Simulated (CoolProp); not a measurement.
Vapour-liquid equilibrium of n-perfluorobutane (1) + R365MFC (2) at 83.9 kPa; x and y are mole fractions of (1).

Values from CoolProp's multi-fluid Helmholtz-energy mixture model, Gao 2022 and Lemmon 2016; pair parameters Bell 2016.

```json
[
 {"x": "0.05", "bubble temperature (°C)": "18.1", "y at the bubble point": "0.505", "dew temperature at overall composition x (°C)": "33.7", "liquid density (mol/L)": "8.440"},
 {"x": "0.125", "bubble temperature (°C)": "6.3", "y at the bubble point": "0.722", "dew temperature at overall composition x (°C)": "31.6", "liquid density (mol/L)": "8.397"},
 {"x": "0.2", "bubble temperature (°C)": "1.4", "y at the bubble point": "0.789", "dew temperature at overall composition x (°C)": "29.3", "liquid density (mol/L)": "8.265"},
 {"x": "0.275", "bubble temperature (°C)": "-0.9", "y at the bubble point": "0.817", "dew temperature at overall composition x (°C)": "26.9", "liquid density (mol/L)": "8.103"},
 {"x": "0.35", "bubble temperature (°C)": "-2.0", "y at the bubble point": "0.831", "dew temperature at overall composition x (°C)": "24.3", "liquid density (mol/L)": "7.934"},
 {"x": "0.425", "bubble temperature (°C)": "-2.7", "y at the bubble point": "0.840", "dew temperature at overall composition x (°C)": "[?]", "liquid density (mol/L)": "7.766"},
 {"x": "0.5", "bubble temperature (°C)": "-3.1", "y at the bubble point": "0.847", "dew temperature at overall composition x (°C)": "18.3", "liquid density (mol/L)": "7.605"},
 {"x": "0.575", "bubble temperature (°C)": "[?]", "y at the bubble point": "0.854", "dew temperature at overall composition x (°C)": "14.8", "liquid density (mol/L)": "[?]"},
 {"x": "0.65", "bubble temperature (°C)": "-4.1", "y at the bubble point": "0.864", "dew temperature at overall composition x (°C)": "10.8", "liquid density (mol/L)": "7.310"},
 {"x": "0.725", "bubble temperature (°C)": "-4.6", "y at the bubble point": "0.878", "dew temperature at overall composition x (°C)": "6.1", "liquid density (mol/L)": "7.178"},
 {"x": "0.8", "bubble temperature (°C)": "-5.2", "y at the bubble point": "0.897", "dew temperature at overall composition x (°C)": "0.5", "liquid density (mol/L)": "7.056"},
 {"x": "0.875", "bubble temperature (°C)": "-5.8", "y at the bubble point": "0.925", "dew temperature at overall composition x (°C)": "-4.5", "liquid density (mol/L)": "6.944"},
 {"x": "0.95", "bubble temperature (°C)": "-6.3", "y at the bubble point": "0.964", "dew temperature at overall composition x (°C)": "-6.2", "liquid density (mol/L)": "6.839"}
]
```

Q: Fill in the missing entries.

A: 
- 0.425, dew temperature at overall composition x (°C): 21.5
- 0.575, bubble temperature (°C): -3.6
- 0.575, liquid density (mol/L): 7.453

No azeotrope shows between x = 0.05 and 0.95.

The pair parameters rest on a limited set of measurements; away from them the model extrapolates. With so large a gap from Raoult's law the liquid may split in two, which this calculation doesn't test in full.
